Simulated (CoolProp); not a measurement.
A single-stage vapour-compression cycle with R1336mzz(E): evaporating at 273.15 K (dew point), condensing at 324.15 K (bubble point), superheat 8 K, subcooling 0 K, compressor efficiency 0.7, no pressure losses. Each further row changes one setting.

Values from CoolProp's reference Helmholtz-energy equation of state, Akasaka 2023.

```
case                              cooling COP  pressure ratio  discharge temperature (K)  refrigerating effect (kJ/kg)  volumetric capacity (kJ/m³)
--------------------------------  -----------  --------------  -------------------------  ----------------------------  ---------------------------
as stated                                2.78            6.08                      332.1                           100                          531
evaporating temperature 278.15 K         3.25            4.92                      331.7                           [?]                          [?]
condensing temperature 319.15 K          3.22             [?]                        [?]                           107                          565
subcooling 5 K                            [?]            6.08                      332.1                           107                          565
superheat 18 K                           2.88            6.08                      342.8                           108                          [?]
compressor efficiency 0.6                2.38            6.08                        [?]                           100                          531
```

What belongs in the gaps?


- evaporating temperature 278.15 K, refrigerating effect (kJ/kg): 104
- evaporating temperature 278.15 K, volumetric capacity (kJ/m³): 673
- condensing temperature 319.15 K, pressure ratio: 5.25
- condensing temperature 319.15 K, discharge temperature (K): 327.6
- subcooling 5 K, cooling COP: 2.96
- superheat 18 K, volumetric capacity (kJ/m³): 552
- compressor efficiency 0.6, discharge temperature (K): 338.7
